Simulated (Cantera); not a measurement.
Input: 1 mol B2O3, 160 mol H2.

Method: chemical equilibrium by Gibbs-energy minimisation in Cantera with the NASA 1993 tables (ideal gas, pure condensed phases). Candidate condensed phases: B, B2O3, B3O3H3, H2O; 23 gas species. The numbers say what is thermodynamically allowed, not how fast it happens.

Stable condensed phases, one row left out:

```
T in °C \ P in Pa
             10     37    140    520   1900   7200  27000 100000
   2127       A      A      A      A      A      A      A      A
   1977       A      A      A      A      A      A      A      A
   1827       A      A      A      A      A      A      A      A
   1677       A      A      A      A      A      A      A      A
   1527       A      A      A      A      A      A      A      A
   1377       A      A      A      A      A      A      A      B
   1227       A      A      A      A      B      B      B      B
    927       B      B      B      B      B      B      B      B
    777       B      B      B      B      B      B      B      B
    627       B      B      B      B      B      B      B      B
    477       B      B      B      B      B      B      B      B
```

A: gas only; B: B2O3.

Give the row for 1077 °C.

10: gas only; 37: B2O3; 140: B2O3; 520: B2O3; 1900: B2O3; 7200: B2O3; 27000: B2O3; 100000: B2O3.
